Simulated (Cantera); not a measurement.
Input (Python, Cantera) and output of one run.

```python
import numpy as np
import cantera as ct

gas_names = """
    Ca CaF CaF2 CaO CaOH CaO2H2 Ca2 F FO FO2 F2 F2O H HF HOF HO2 H2 H2F2 H2O H2O2 H3F3 H4F4 H5F5 H6F6
    H7F7 O OH O2 O3
""".split()
cond_names = """
    Ca(a) Ca(b) Ca(L) CaF2(a) CaF2(b) CaF2(L) CaO(s) CaO(L) CaO2H2(s) H2O(s) H2O(L)
""".split()


# ... load() reads the species with a 1 bar reference pressure and builds the phases ...
atoms = {
    'CaO': {'Ca': 1, 'O': 1},
    'HF': {'H': 1, 'F': 1},
}
top_T = {}  # K; cautious upper limits of use, not melting points


# ... equilibrate(T, P, feed) seeds the gas with the atoms and calls Mixture.equilibrate('TP', solver="vcs", rtol=1e-11, max_steps=5000) ...
results = []
T = 1875  # K
P = 1.8  # Pa
for m in [1.6, 1.9, 2.2, 2.5, 2.9, 3.4, 4, 4.6, 5.4, 6.3, 7.3, 8.5, 9.9]:
    feed = {'CaO': 1, 'HF': m}  # mol
    mix = equilibrate(T, P, feed)
    results.append((T, P, feed, dict(zip(mix.species_names, mix.species_moles))))

top = {s: max(r[3][s] / sum(r[3][g] for g in gas_names) for r in results) for s in gas_names}
cols = sorted((s for s in top if top[s] > 1e-05), key=lambda s: -top[s])[:8]
seen = [c for c in cond_names if any(r[3].get(c, 0) > 1e-12 for r in results)]
print("log10 of partial pressures in bar; condensed amounts in mol")
print(f"{'n(HF)':>10s}" + "".join(f"{s[:9]:>10s}" for s in cols + seen))
for T, P, feed, n in results:
    ng = sum(n[g] for g in gas_names)
    print(f"{feed['HF']:10.4g}" + "".join(f"{np.log10(max(n[s] / ng * P / 1e5, 1e-99)):10.3f}" for s in cols)
          + "".join(f"{n.get(c, 0):10.4g}" for c in seen))
```

It prints:

```
log10 of partial pressures in bar; condensed amounts in mol
     n(HF)        HF      CaF2       H2O        H2         H        O2        OH         O    CaO(s)
       1.6    -4.979    -5.477    -5.596    -6.295    -6.331    -6.557    -6.740    -6.897    0.6846
       1.9    -4.979    -5.477    -5.596    -6.295    -6.331    -6.557    -6.740    -6.897    0.6255
       2.2    -4.979    -5.477    -5.596    -6.295    -6.331    -6.557    -6.740    -6.897    0.5663
       2.5    -4.979    -5.477    -5.596    -6.295    -6.331    -6.557    -6.740    -6.897    0.5072
       2.9    -4.979    -5.477    -5.596    -6.295    -6.331    -6.557    -6.740    -6.897    0.4283
       3.4    -4.979    -5.477    -5.596    -6.295    -6.331    -6.557    -6.740    -6.897    0.3298
         4    -4.979    -5.477    -5.596    -6.295    -6.331    -6.557    -6.740    -6.897    0.2115
       4.6    -4.979    -5.477    -5.596    -6.295    -6.331    -6.557    -6.740    -6.897   0.09321
       5.4    -4.961    -5.503    -5.626    -6.315    -6.341    -6.576    -6.760    -6.907         0
       6.3    -4.926    -5.567    -5.698    -6.363    -6.365    -6.625    -6.808    -6.931         0
       7.3    -4.898    -5.629    -5.769    -6.411    -6.389    -6.671    -6.855    -6.954         0
       8.5    -4.874    -5.693    -5.842    -6.460    -6.414    -6.718    -6.904    -6.978         0
       9.9    -4.855    -5.758    -5.917    -6.511    -6.439    -6.766    -6.953    -7.002         0
```

Method: chemical equilibrium by Gibbs-energy minimisation in Cantera with the NASA 1993 tables (ideal gas, pure condensed phases).
